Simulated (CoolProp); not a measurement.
Properties of CH2F2 (R32) along the isobar 3.75 bar.

The numbers come from the reference Helmholtz-energy equation of state, Tillner-Roth 1997 in CoolProp.

```
T (K)   phase  cv (kJ/(kg K))  speed of sound (m/s)  Joule-Thomson coefficient (K/MPa)  expansivity (1/kK)
-----  ------  --------------  --------------------  ---------------------------------  ------------------
173.4  liquid          0.9907                  1221                            -0.3245               1.860
210.7  liquid          0.9478                  1028                            -0.2792               2.156
248.1  liquid          0.9334                 832.0                            -0.1765               2.701
285.5     gas          0.7046                 230.3                              29.12               4.320
322.9     gas          0.7298                 246.2                              19.32               3.512
360.2     gas          0.7768                 260.1                              13.65               3.018
397.6     gas          0.8318                 272.7                              10.11               2.668
435       gas          0.8888                 284.5                              7.750               2.402
```
